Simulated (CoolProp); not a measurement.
Computed with CoolProp (reference Helmholtz-energy equation of state, de Reuck 1990).

**Question.** Give the vapour pressure (bar), liquid density (kg/m³), vapour density (kg/m³), enthalpy of vaporisation (kJ/kg) of saturated fluorine at -166.05, -159.45 °C.

**Answer.** 
| T (°C) | p (bar) | liquid density (kg/m³) | vapour density (kg/m³) | enthalpy of vaporisation (kJ/kg) |
|---|---|---|---|---|
| -166.05 | 7.30 | 1330 | 35.8 | 149 |
| -159.45 | 11.3 | 1270 | 54.8 | 139 |
